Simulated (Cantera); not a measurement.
An isothermal, constant-pressure homogeneous reactor starts with CH4 : H2 = 1 : 2 (molar parts), at 1648 K and 0.0267 bar. Integrator tolerance rtol = 1e-08.

Computed with Cantera and GRI-Mech 3.0 (53 species, 325 reactions). GRI-Mech 3.0 stops at C3 and has no aromatics, soot or wall deposition, so with more carbon than oxygen in the feed, carbon stays in small species such as C2H2 where larger ones or solid carbon would form. Radical loss at walls, strong at low pressure, is not modelled.

```tsv
quantity	before	after
x(CH4) at 2.00 s	0.0241 (gas-phase equilibrium 0.00152)	0.0218 (gas-phase equilibrium 0.00114)
x(H2) at 2.00 s	0.859 (gas-phase equilibrium 0.874)	0.931 (gas-phase equilibrium 0.943)
x(C2H2) at 2.00 s	0.116 (gas-phase equilibrium 0.124)	0.0463 (gas-phase equilibrium 0.0556)
x(CH3) at 2.00 s	0.000256 (gas-phase equilibrium 1.82e-5)	0.000223 (gas-phase equilibrium 1.31e-5)
x(C2H) at 2.00 s	2.62e-7 (gas-phase equilibrium 3.15e-7)	1.01e-7 (gas-phase equilibrium 1.36e-7)
x(CH2) at 2.00 s	1.20e-7 (gas-phase equilibrium 1.05e-8)	1.03e-7 (gas-phase equilibrium 7.28e-9)
```

What was changed between the two runs?
A. pressure from 0.0267 bar to 0.0150 bar
B. pressure from 0.0267 bar to 0.0750 bar
C. H2 2 to 0.42 parts
D. CH4 1 to 0.29 parts

D, CH4 1 to 0.29 parts
